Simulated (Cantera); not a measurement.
A closed system holds: 1 mol Si₃N₄, 0.28 mol H₂O, 24 mol H₂, at 950 °C and 5.50e-5 bar.

Cantera equilibrium calculation (NASA polynomials, part measured and part estimated; ideal gas, pure solids and liquids). Candidate condensed phases: H₂O, Si, SiO₂, Si₂N₂O, Si₃N₄; 35 gas species. Mutual solubility and eutectic melting of coexisting phases are not modelled. Kinetics and transport are ignored.

Problem. What is the equilibrium state?

Solution. 
```
Item                                  Value
--------------------------------  ---------
x(H₂)                                 0.996
x(N₂)                               0.00383
x(H)                                4.05e-5
x(SiO)                              2.54e-6
n(Si₂N₂O(s))                      0.280 mol
n(Si₃N₄(s))                       0.813 mol
gas amount                        24.37 mol
log10 activity of Si(s) (absent)      -0.38
```
